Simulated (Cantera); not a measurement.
Charge: 1 mol CO, 5.3 mol CO2, 0.044 mol O2, at 777 °C and 1.00 bar.

Cantera equilibrium calculation (NASA polynomials, part measured and part estimated; ideal gas, pure solids and liquids). Candidate condensed phases: C; 12 gas species. Rates play no part.

Base state: CO2 0.855, CO 0.145 (mole fractions); condensed: gas only.

Problem. What changes in the equilibrium state with this change: temperature from 777 °C to 2327 °C?

Solution. 
```tsv
species	before	after
CO2	0.855	0.732
CO	0.145	0.223
O2	<1e-9	0.0403
O	<1e-9	0.00467
```
